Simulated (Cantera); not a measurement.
Source: NASA polynomial tables (part measured, part estimated), evaluated in Cantera. Values are per mole of reaction as written; species without (g) are pure solids or liquids, kept so even where they would boil at 1 bar.

Task: Between 300 and 1125 K, where is each reaction favourable under standard conditions?
- Cl(g) + Na = NaCl

Result: 
- Cl(g) + Na = NaCl: ΔG° is -489 kJ at 300 K and -367 kJ at 1125 K; it stays negative (K > 1). ΔH° is -502 kJ and ΔS° -119 J/K at 1125 K.
